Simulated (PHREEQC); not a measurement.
Consider water at 25 °C with 69 mmol/kgw CaCl2, 0.18 mmol/kgw Na2SO4 and 40 mmol/kgw MgSO4. Closed to the air; pH follows from the charge balance.

Equilibrium calculation in PHREEQC: ion-association model, wateq4f.dat.

```csv
quantity,before,after
ionic strength (mol/kgw),0.275,0.507
Mg+2 (mol/kgw),0.0305,0.103
SO4-2 (mol/kgw),0.0171,0.0750
CaSO4 (mol/kgw),0.0136,0.0285
MgSO4 (mol/kgw),0.00952,0.0966
SI of Gypsum (CaSO4:2H2O),+0.44,+0.78
SI of Epsomite (MgSO4:7H2O),-2.24,-1.22
```

Name the change that produced these shifts.
(A) MgSO4 from 0.04 to 0.2 mol/kgw
(B) 0.043 mol/kgw NaCl added
(C) MgSO4 from 0.04 to 0.008 mol/kgw
(D) Na2SO4 left out

A, MgSO4 from 0.04 to 0.2 mol/kgw

This is a speciation only: nothing precipitates in the calculation. Some of these states are supersaturated (in Gypsum, for instance).
